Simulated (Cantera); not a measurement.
Input: 1 mol SiHCl3, 0.018 mol C3H8, 140 mol H2, equilibrated at 1673 K and 100000 Pa.

Cantera equilibrium calculation (NASA polynomials, part measured and part estimated; ideal gas, pure solids and liquids). Candidate condensed phases: C, C6H6, C7H8, C8H18, Si, SiC; 109 gas species. Mutual solubility and eutectic melting of coexisting phases are not modelled. The tables' values for SiCl3 are old estimates; treat these amounts as uncertain. Gases not in the tables: Si2H6 and higher silanes. The numbers say what is thermodynamically allowed, not how fast it happens.

Base state: H2 0.980, HCl 0.0185, SiCl2 0.00126, H 0.000113, SiCl3 2.16e-5, CH4 1.56e-5, SiH2Cl2 1.21e-5, SiH2 1.08e-5 (mole fractions); condensed: Si(s) + SiC(s).

Problem. What changes in the equilibrium state with this change: temperature from 1673 K to 2373.15 K?

Solution. 
```csv
species,before,after
H2,0.980,0.963
HCl,0.0185,0.0192
H,0.000113,0.0137
Si,4.18e-7,0.00175
Si2C,2.14e-9,0.000132
Si2,1.61e-9,3.82e-5
"Si(s), mol",0.761,0
"SiC(s), mol",0.0518,0
"Si(l), mol",0,0.407
```
The tables' values for SiCl are old estimates; treat these amounts as uncertain.
